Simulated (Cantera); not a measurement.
A perfectly stirred reactor is fed with NH3 : H2 = 1 : 1.9 (molar parts), at 0.987 atm; it is held at 2300 K, and followed from long to short residence time.

Cantera simulation using the gas-phase N/H chemistry of the illustrative SiF4/NH3 mechanism in the Surface Chemkin manual (1991); the numbers are that mechanism's predictions, not measurements. Walls and surfaces, which speed up NH3 decomposition in real reactors, are not modelled.

One state of this run: x NH3 = 0.178; x H2 = 0.757; x N = 6.57e-6; x NH = 6.38e-5; x NH2 = 0.00133; x H = 0.00178. x: mole fraction; the columns are a selection and need not sum to one.

Question: Which value of τ (s) does it belong to?
(A) 0.23
(B) 0.047
(C) 0.0020
(D) 0.0096

Answer: C, 0.0020
